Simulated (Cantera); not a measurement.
An adiabatic, constant-volume homogeneous reactor starts with CO : H2 : O2 : N2 = 1 : 0.056 : 0.251 : 3.02 (molar parts), at 1050 K and 0.950 bar.

Computed with Cantera and GRI-Mech 3.0 (53 species, 325 reactions).

Problem. Predict: time of steepest temperature rise; temperature at 4.00 s; equilibrium temperature; x(CO) at 4.00 s; x(H2) at 4.00 s; x(O2) at 4.00 s; x(CO2) at 4.00 s; x(O) at 4.00 s.

Solution. 
```
Property                                                             Value
---------------------------------  ---------------------------------------
time of steepest temperature rise                                 0.733 ms
temperature at 4.00 s                                               2193 K
equilibrium temperature                                             2193 K
x(CO) at 4.00 s                        0.133 (gas-phase equilibrium 0.133)
x(H2) at 4.00 s                    0.00251 (gas-phase equilibrium 0.00251)
x(O2) at 4.00 s                    1.26e-5 (gas-phase equilibrium 1.26e-5)
x(CO2) at 4.00 s                       0.112 (gas-phase equilibrium 0.112)
x(O) at 4.00 s                     6.76e-6 (gas-phase equilibrium 6.76e-6)
```
